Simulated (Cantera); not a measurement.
Charge: 1 mol Cu2O, a varied amount of C, 0.015 mol CO, held at 2375 K and 0.0133 bar.

Cantera equilibrium calculation (NASA polynomials, part measured and part estimated; ideal gas, pure solids and liquids). Candidate condensed phases: C, Cu, CuO, Cu2O; 15 gas species. The numbers say what is thermodynamically allowed, not how fast it happens.

x: gas mole fraction; n: condensed amount in mol.

```
n(C) (mol)   x Cu    x CO    x CO2      x O2       x O  n C(graphite)
----------  -----  ------  -------  --------  --------  -------------
0.5         0.755  0.0896    0.106    0.0352    0.0123              0
0.57        0.747       ?    0.106         ?         ?              0
0.64        0.736   0.142   0.1000    0.0125   0.00734              0
0.72        0.722   0.181   0.0850   0.00554   0.00489              0
0.81        0.703   0.230   0.0605   0.00174   0.00274              0
0.91        0.682   0.287   0.0291  0.000259   0.00106              0
1           0.662   0.337        ?    <1e-12         ?              0
1.2         0.662   0.337  8.75e-9    <1e-12  2.71e-10          0.200
1.3         0.662   0.337  8.75e-9    <1e-12  2.71e-10          0.300
1.5         0.662   0.337  8.75e-9    <1e-12  2.71e-10          0.500
1.7         0.662   0.337  8.75e-9    <1e-12  2.71e-10          0.700
1.9         0.662   0.337  8.75e-9    <1e-12  2.71e-10          0.900
2.1         0.662   0.337  8.75e-9    <1e-12  2.71e-10           1.10
```

### Question
Complete the blanks.

### Answer

- 1, x CO2: 1.36e-7
- 1, x O: 4.21e-9
- 0.57, x CO: 0.113
- 0.57, x O2: 0.0222
- 0.57, x O: 0.00977
